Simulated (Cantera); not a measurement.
## Counterflow diffusion flame

A counterflow diffusion flame at 1.40 bar, nozzles 20 mm apart: fuel side CH₄ = 1 (molar parts) at 350 K, oxidiser side O₂ : N₂ = 0.22 : 0.78 (molar parts) at 673 K, fuel mass flux 0.86 times the oxidiser's; mixture-averaged transport, no radiation.

Computed with Cantera and GRI-Mech 3.0 (53 species, 325 reactions). GRI-Mech 3.0 has no aromatics or soot, which form on the fuel side of real flames. The maximum strain rate includes the flame's own expansion and is several times the mean.

```csv
oxidiser flux (kg/m²/s),max strain (1/s),mean strain (1/s),T max (K),peak x OH,peak x H,peak x NO,peak x CO,peak x C₂H₂
0.35,218,43.7,2268,0.0102,0.00443,0.000429,0.0666,0.0178
0.55,326,68.7,2245,0.0103,0.00472,0.000385,0.0646,0.0166
0.88,500,110,2228,0.0104,0.00508,0.000345,0.0632,0.0154
1.4,762,175,2209,0.0104,0.00539,0.000299,0.0620,0.0142
2.2,1150,275,2185,0.0101,0.00560,0.000246,0.0609,0.0128
3.5,1770,437,2156,0.00968,0.00572,0.000188,0.0602,0.0112
5.5,2700,687,2119,0.00901,0.00567,0.000128,0.0599,0.00939
8.7,4140,1090,2063,0.00781,0.00520,6.95e-5,0.0598,0.00686
```
x: mole fraction; the columns are a selection and need not sum to one.
